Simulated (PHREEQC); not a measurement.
Solution (25 °C): 0.19 mol KOH, 0.00055 mol K2SO4 and 0.005 mol H3BO3 per kg of water. Closed to the air; pH follows from the charge balance.

The numbers come from PHREEQC with the ion-association model, phreeqc.dat.

| Quantity | Result |
|---|---|
| pH | 13.12 |
| ionic strength | 0.191 mol/kgw |
| activity of water | 0.994 |
| specific conductance | 40200 µS/cm |
| density | 1.007 g/cm³ |
| total alkalinity | 190 meq/kg |

```
species  molality  activity   log γ
-------  --------  --------  ------
K+          0.191     0.137  -0.146
OH-         0.185     0.131  -0.148
H2BO3-    0.00500   0.00374  -0.126
SO4-2    0.000398  0.000118  -0.527
KSO4-    0.000152  0.000114  -0.126
H3BO3     4.76e-7   4.97e-7   0.019
```

No solid was allowed to form.
